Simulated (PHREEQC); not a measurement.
A column of 0.1 m (40 cells, dispersivity 0.008 m, 60 s a shift, diffusion coefficient 3e-10 m²/s) holds 0.054 eq of the database's cation exchanger X per kg of pore water, first in equilibrium with 0.057 mol KBr, 0.0037 mol LiCl and 1e-05 mol HCl per kg of water. It is flushed with 21 mmol/kgw ZnSO4 and 0.01 mmol/kgw HCl, at 40 °C. Values are for the last cell. The system is closed to CO2. Nothing may precipitate in this run.

The numbers come from PHREEQC with the ion-association model, phreeqc.dat.

```csv
pore volumes,S in solution (mol/kgw),Zn in solution (mol/kgw),Br in solution (mol/kgw),Li in solution (mol/kgw)
0,0,0,0.0570,0.00370
0.1625,8.14e-10,0,0.0570,0.00370
0.4625,0.000651,1.17e-9,0.0552,0.00364
0.6125,0.00286,1.60e-7,0.0492,0.00340
0.9125,0.0101,2.64e-5,0.0296,0.00245
1.062,0.0134,0.000118,0.0208,0.00193
1.363,0.0177,0.000949,0.00909,0.00108
1.512,0.0189,0.00199,0.00579,0.000779
1.663,0.0197,0.00355,0.00363,0.000547
1.962,0.0205,0.00769,0.00138,0.000255
2.112,0.0207,0.00984,0.000842,0.000170
2.413,0.0209,0.0136,0.000308,7.43e-5
2.562,0.0209,0.0151,0.000186,4.86e-5
2.862,0.0210,0.0173,6.69e-5,2.06e-5
3.013,0.0210,0.0181,4.01e-5,1.34e-5
3.312,0.0210,0.0192,1.43e-5,5.60e-6
3.462,0.0210,0.0196,8.55e-6,3.62e-6
3.612,0.0210,0.0199,5.10e-6,2.34e-6
3.913,0.0210,0.0204,1.82e-6,9.75e-7
4.062,0.0210,0.0205,1.08e-6,6.29e-7
4.362,0.0210,0.0207,3.85e-7,2.62e-7
4.513,0.0210,0.0208,2.29e-7,1.69e-7
4.812,0.0210,0.0209,8.13e-8,7.01e-8
4.963,0.0210,0.0209,4.84e-8,4.52e-8
```

At this temperature some constants are extrapolated from 25 °C, and those without enthalpy data are left unchanged.
